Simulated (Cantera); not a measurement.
Feed: 1 mol n-butane, 0.27 mol O2, 5 mol N2, equilibrated at 26.0 Pa.

These are equilibrium values from Cantera (NASA tables, ideal gas, pure condensed phases), not measurements of a reactor. Candidate condensed phases: C, C6H6, C7H8, C8H18, H2O; 136 gas species. Kinetics and transport are ignored. All values below are at 852 °C.

Base state: N2 0.474, H2 0.474, CO 0.0512, HCN 1.46e-5 (mole fractions); condensed: C(graphite).

Question: What changes in the equilibrium state with this change: O2 from 0.27 to 0.022 mol?

Answer: 
```
species            before    after
----------------  -------  -------
N2                  0.474    0.498
H2                  0.474    0.498
CO                 0.0512  0.00438
HCN               1.46e-5  1.53e-5
C(graphite), mol     3.46     3.96
```
